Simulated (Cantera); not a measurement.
What does this Cantera script print?

```python
import numpy as np
import cantera as ct

gas_names = """
    CL CL2 H HCL H2 N NH NH2 NH3 N2 N2H2 N2H4 Si SiCL SiCL2 SiCL3 SiCL4 SiH SiHCL3 SiH2 SiH2CL2 SiH3
    SiH3CL SiH4 SiN Si2 Si2N Si3
""".split()
cond_names = """
    NH4CL(a) NH4CL(b) Si(cr) Si(L) Si3N4(a)
""".split()


# ... load() reads the species with a 1 bar reference pressure and builds the phases ...
atoms = {
    'SiHCl3': {'Si': 1, 'H': 1, 'CL': 3},
    'N2': {'N': 2},
}
top_T = {'Si3N4(a)': 2400}  # K; cautious upper limits of use, not melting points


# ... equilibrate(T, P, feed) seeds the gas with the atoms and calls Mixture.equilibrate('TP', solver="vcs", rtol=1e-11, max_steps=5000) ...
results = []
feed = {'SiHCl3': 1, 'N2': 34}  # mol
P = 5300  # Pa
for T in [900, 975, 1050, 1125, 1200, 1275, 1350, 1425, 1500, 1575, 1650, 1725]:
    mix = equilibrate(T, P, feed)
    results.append((T, P, feed, dict(zip(mix.species_names, mix.species_moles))))

top = {s: max(r[3][s] / sum(r[3][g] for g in gas_names) for r in results) for s in gas_names}
cols = sorted((s for s in top if top[s] > 0.001), key=lambda s: -top[s])[:6]
seen = [c for c in cond_names if any(r[3].get(c, 0) > 1e-12 for r in results)]
print("log10 of partial pressures in bar; condensed amounts in mol")
print(f"{'T/K':>10s}" + "".join(f"{s[:9]:>10s}" for s in cols + seen))
for T, P, feed, n in results:
    ng = sum(n[g] for g in gas_names)
    print(f"{T:10.4g}" + "".join(f"{np.log10(max(n[s] / ng * P / 1e5, 1e-99)):10.3f}" for s in cols)
          + "".join(f"{n.get(c, 0):10.4g}" for c in seen))
```

Output:

```
log10 of partial pressures in bar; condensed amounts in mol
       T/K        N2       HCL     SiCL2     SiCL4     SiCL3        H2  Si3N4(a)
       900    -1.294    -2.889    -9.455    -3.093    -7.113    -3.964    0.1546
       975    -1.294    -2.881    -8.195    -3.096    -6.371    -4.020    0.1561
      1050    -1.294    -2.874    -7.118    -3.100    -5.738    -4.069    0.1571
      1125    -1.294    -2.869    -6.188    -3.104    -5.191    -4.111    0.1576
      1200    -1.294    -2.865    -5.379    -3.112    -4.717    -4.146    0.1571
      1275    -1.295    -2.863    -4.674    -3.132    -4.309    -4.173     0.154
      1350    -1.295    -2.863    -4.064    -3.180    -3.971    -4.184    0.1438
      1425    -1.296    -2.867    -3.559    -3.298    -3.726    -4.164    0.1177
      1500    -1.297    -2.878    -3.182    -3.559    -3.621    -4.086   0.07043
      1575    -1.299    -2.905    -2.957    -4.023    -3.699    -3.933     0.018
      1650    -1.300    -2.908    -2.892    -4.406    -3.819    -3.926         0
      1725    -1.300    -2.891    -2.878    -4.653    -3.901    -4.029         0
```

Equilibrium computed with Cantera from the NASA thermochemical tables; the gas is ideal and each condensed phase is pure. N2 is the only nitrogen source here; it is nearly inert below about 1500 K, so the nitride shown seldom forms there in practice. The tables' values for SiCl3 are old estimates; treat these amounts as uncertain.
